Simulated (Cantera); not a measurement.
Feed: 1 mol PbO, 0.53 mol O₂, 30 mol H₂, equilibrated at 1152 °C and 12.0 Pa.

Cantera equilibrium calculation (NASA polynomials, part measured and part estimated; ideal gas, pure solids and liquids). Candidate condensed phases: H₂O, Pb, PbO, PbO₂, Pb₃O₄; 12 gas species. Kinetics and transport are ignored.

Base state: H₂ 0.901, H₂O 0.0664, Pb 0.0322, H 0.000591 (mole fractions); condensed: gas only.

Task: What changes in the equilibrium state with this change: O₂ from 0.53 to 0.14 mol?

Result: 
```csv
species,before,after
H₂,0.901,0.926
H₂O,0.0664,0.0413
Pb,0.0322,0.0322
H,0.000591,0.000599
```

Task: What changes in the equilibrium state with this change: pressure from 12.0 Pa to 101000 Pa?

Result: 
```tsv
species	before	after
H₂	0.901	0.921
H₂O	0.0664	0.0679
Pb	0.0322	0.0113
H	0.000591	6.50e-6
Pb(l), mol	0	0.657
```

Task: What changes in the equilibrium state with this change: temperature from 1152 °C to 400 °C?

Result: 
```tsv
species	before	after
H₂	0.901	0.931
H₂O	0.0664	0.0687
Pb	0.0322	2.57e-6
H	0.000591	<1e-9
Pb(l), mol	0	1.000
```
